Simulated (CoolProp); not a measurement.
Ethylbenzene along the isotherm 160.55 °C: density (kg/m³) from the reference equation and from simpler models built on Tc = 344.0 °C, pc = 3622 kPa, ω = 0.304; each cubic takes its own stable root.

Computed with CoolProp (reference Helmholtz-energy equation of state, Zhou 2012).

| p (kPa) | phase | reference |
|---|---|---|
| 4530 | liquid | 743.7 |
| 9060 | liquid | 751.3 |
| 13600 | liquid | 758.3 |
| 18100 | liquid | 764.6 |
| 22600 | liquid | 770.5 |
| 27200 | liquid | 776.1 |
| 31700 | liquid | 781.3 |
| 36200 | liquid | 786.1 |

**Question.** How far does each simpler model (van der Waals, Soave-Redlich-Kwong, Peng-Robinson) lie from the reference over these 8 states: mean and median of the absolute difference, and the worst?

**Answer.** 
- van der Waals: mean 37.6 %, median 37.2 %, worst -40.3 % at 160.55 °C and 4530 kPa
- Soave-Redlich-Kwong: mean 10.0 %, median 9.8 %, worst -11.1 % at 160.55 °C and 4530 kPa
- Peng-Robinson: mean 1.1 %, median 1.3 %, worst +1.6 % at 160.55 °C and 36200 kPa
